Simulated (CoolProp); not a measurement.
n-octane at several states: density (kg/m³) from the reference equation and from simpler models built on Tc = 568.7 K, pc = 24.84 bar, ω = 0.398; each cubic takes its own stable root.

Model: reference Helmholtz-energy equation of state, Beckmüller 2019, in CoolProp.

| T (K) | p (bar) | phase | reference |
|---|---|---|---|
| 373.6 | 25.4 | liquid | 638.4 |
| 393.9 | 3.85 | liquid | 616.4 |
| 314.7 | 15.8 | liquid | 686.6 |
| 275 | 0.791 | liquid | 717.1 |

Q: How far does each simpler model (van der Waals, Redlich-Kwong) lie from the reference over these 4 states: mean and median of the absolute difference, and the worst?

A: 
- van der Waals: mean 57.2 %, median 44.3 %, worst -97.5 % at 393.9 K and 3.85 bar
- Redlich-Kwong: mean 17.8 %, median 17.6 %, worst -18.7 % at 393.9 K and 3.85 bar

At some of these states van der Waals gives the other phase, because its saturation line lies elsewhere.
